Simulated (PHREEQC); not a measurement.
Make-up at 25 °C: 92 mmol/kgw HF, 0.54 mmol/kgw NH3 and 0.055 mmol/kgw NaCl. Closed to the air; pH follows from the charge balance.

Computed with PHREEQC (ion-association model, phreeqc.dat).

```csv
quantity,before,after
pH,2.09,1.97
ionic strength (mol/kgw),0.00955,0.0125
F- (mol/kgw),0.00726,0.00848
HF2- (mol/kgw),0.00224,0.00396
NaF (mol/kgw),1.87e-7,2.12e-7
SI of Halite (NaCl),-10.18,-10.19
```

Question: Name the change that produced these shifts.
A) HF from 0.092 to 0.138 mol/kgw
B) 0.0048 mol/kgw (CH3)4NCl added
C) HF from 0.092 to 0.92 mol/kgw
D) HF from 0.092 to 0.0828 mol/kgw

Answer: A, HF from 0.092 to 0.138 mol/kgw

No solid was allowed to form.
